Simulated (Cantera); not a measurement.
A jet of H₂ : O₂ : N₂ = 0.015 : 0.058 : 0.79 (molar parts), equivalence ratio 0.13 at 300 K and 0.0230 bar hits a platinum plate 8.8 cm away at a mass flux of 0.028 kg/m²/s; the plate temperature is set and raised in steps from an oxygen-covered start.

Detailed kinetics in Cantera: Deutschmann's 1995 Pt surface mechanism with GRI-Mech 3.0 gas chemistry. Catalytic surfaces can have several steady states; this one follows from the mechanism file's or the stated starting coverage.

x: mole fraction at the wall; θ: surface coverage.

```json
[
 {"plate T (K)": "600", "wall x H₂": "0.00237", "wall x O₂": "0.0512", "wall x H₂O": "0.0290", "wall x OH": "<1e-8", "θ free Pt": "0.0762", "θ O*": "0.921", "θ OH*": "0.00300"},
 {"plate T (K)": "650", "wall x H₂": "0.00233", "wall x O₂": "0.0512", "wall x H₂O": "0.0289", "wall x OH": "<1e-8", "θ free Pt": "0.0811", "θ O*": "0.917", "θ OH*": "…"},
 {"plate T (K)": "700", "wall x H₂": "0.00213", "wall x O₂": "0.0510", "wall x H₂O": "0.0291", "wall x OH": "<1e-8", "θ free Pt": "0.0934", "θ O*": "0.905", "θ OH*": "0.00149"},
 {"plate T (K)": "750", "wall x H₂": "0.00169", "wall x O₂": "0.0506", "wall x H₂O": "0.0297", "wall x OH": "<1e-8", "θ free Pt": "0.125", "θ O*": "0.873", "θ OH*": "0.00124"},
 {"plate T (K)": "800", "wall x H₂": "0.00126", "wall x O₂": "0.0502", "wall x H₂O": "0.0304", "wall x OH": "<1e-8", "θ free Pt": "0.179", "θ O*": "0.820", "θ OH*": "0.00109"},
 {"plate T (K)": "850", "wall x H₂": "…", "wall x O₂": "0.0499", "wall x H₂O": "0.0308", "wall x OH": "…", "θ free Pt": "…", "θ O*": "…", "θ OH*": "…"},
 {"plate T (K)": "900", "wall x H₂": "0.000784", "wall x O₂": "0.0498", "wall x H₂O": "0.0310", "wall x OH": "5.50e-8", "θ free Pt": "0.318", "θ O*": "0.681", "θ OH*": "0.000830"}
]
```

Task: Fill in the missing entries.

Result: 
- 650, θ OH*: 0.00202
- 850, wall x H₂: 0.000974
- 850, wall x OH: 1.75e-8
- 850, θ free Pt: 0.245
- 850, θ O*: 0.754
- 850, θ OH*: 0.000958
